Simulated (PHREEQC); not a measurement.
Na2SO4 is added in steps, without added water, to 1 kg of water holding 0.13 mol NaH2PO4 and 4.7e-05 mol NaOH, at 25 °C. O2 is buffered at 0.21 atm. CO2 from the air is kept out. The run lets Mirabilite precipitate or redissolve, and no other solid.

Base run: PHREEQC, ion-association model, wateq4f.dat. Each further column changes one thing. The table gives pH.

```tsv
Na2SO4 added (mol)	base	Davies equation for every ion	all activity coefficients set to 1	Debye-Hückel limiting law
0	4.47	4.47	4.67	?
0.0455	4.43	4.44	4.66	4.21
0.0845	4.41	4.44	4.66	?
0.13	4.39	4.44	4.65	?
0.1755	4.37	4.44	4.64	?
0.2145	4.36	4.45	4.63	?
0.26	4.35	4.45	4.63	?
```

Problem. Fill in the missing entries.

Solution. 
- 0, Debye-Hückel limiting law: 4.34
- 0.0845, Debye-Hückel limiting law: 4.12
- 0.13, Debye-Hückel limiting law: 4.02
- 0.1755, Debye-Hückel limiting law: 3.94
- 0.2145, Debye-Hückel limiting law: 3.88
- 0.26, Debye-Hückel limiting law: 3.81

The ionic strength passes 0.7 mol/kgw, the rough limit of the ion-association models, in part of: base; Debye-Hückel limiting law. H3PO4, which wateq4f.dat lacks, is added to it with the constant of phreeqc.dat.
